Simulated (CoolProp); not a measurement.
Vapour-liquid equilibrium of ethylene (1) + ethane (2) at 169.7 K; x and y are mole fractions of (1).

Model: multi-fluid Helmholtz-energy mixture model, Smukala 2000 and Bücker 2006; pair parameters Bell 2016, in CoolProp.

Task: Give the bubble pressure and the first vapour's composition at x = 0.05, 0.125, 0.425. Is there an azeotrope?

Result: x = 0.05: 46.06 kPa, y = 0.132; x = 0.125: 51.61 kPa, y = 0.281; x = 0.425: 70.22 kPa, y = 0.637. No azeotrope shows between x = 0.05 and 0.95.

The pair parameters rest on a limited set of measurements; away from them the model extrapolates.
